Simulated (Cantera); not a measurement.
Mixture: 7.85 % CH₄, 0.448 % C₂H₆, 21.4 % O₂, 70.3 % N₂, equivalence ratio 0.81, at 500000 Pa, adiabatic and at constant volume. Ignition delay is the time to a rise of 400 K.

Detailed kinetics in Cantera: GRI-Mech 3.0 (53 species, 325 reactions).

### Question
Predict: delay at 1250 K; delay at 1450 K; delay at 1650 K; delay at 1850 K; delay at 2050 K; apparent activation energy between 1950 and 2150 K.

### Answer
```json
{
  "delay at 1250 K": "1.36 ms",
  "delay at 1450 K": "0.171 ms",
  "delay at 1650 K": "29.7 µs",
  "delay at 1850 K": "8.14 µs",
  "delay at 2050 K": "3.30 µs",
  "apparent activation energy between 1950 and 2150 K": "130 kJ/mol"
}
```
